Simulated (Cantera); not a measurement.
A closed system holds: 1 mol C3H6, 0.024 mol NH3, 1.3 mol H2, 1.4 mol O2, equilibrated at 36.0 Torr.

Method: chemical equilibrium by Gibbs-energy minimisation in Cantera with the NASA 1993 tables (ideal gas, pure condensed phases). Candidate condensed phases: C, C6H6, C7H8, C8H18, H2O; 136 gas species. The numbers say what is thermodynamically allowed, not how fast it happens.

**Question.** Which condensed phases are stable at each of these points (T (K)): 1998, 2098, 2198, 2298, 2398, 2498, 2598, 2698, 2798, 2898, 2998?

**Answer.** 
```tsv
T (K)	condensed phases	C condensed (%)
1998	C(graphite)	6.3
2098	C(graphite)	6.1
2198	C(graphite)	5.7
2298	C(graphite)	5.2
2398	C(graphite)	4.4
2498	C(graphite)	3.3
2598	C(graphite)	1.9
2698	C(graphite)	0.1
2798	gas only	0.0
2898	gas only	0.0
2998	gas only	0.0
```

From 1998 K to 2698 K the condensed part is C(graphite). From 2798 K to 2998 K nothing is condensed.
